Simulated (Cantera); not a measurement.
SiH4 + H2O + N2 (silicon oxide and oxynitride deposition)

Input: 1 mol SiH4, 1.9 mol H2O, 51 mol N2, held at 648.15 K and 0.133 bar.

Cantera equilibrium calculation (NASA polynomials, part measured and part estimated; ideal gas, pure solids and liquids). Candidate condensed phases: H2O, Si, SiO2, Si2N2O, Si3N4; 35 gas species. N2 is the only nitrogen source here; it is nearly inert below about 1500 K, so the nitride shown seldom forms there in practice. Equilibrium is a limit: real reactors are often held back by kinetics, nucleation or transport.

```
Item                                   Value
--------------------------------  ----------
x(N2)                                  0.929
x(H2)                                 0.0710
x(NH3)                               4.68e-5
n(SiO2(α-quartz))                  0.933 mol
n(Si2N2O(s))                      0.0333 mol
gas amount                         54.86 mol
log10 activity of Si(s) (absent)      -19.03
```
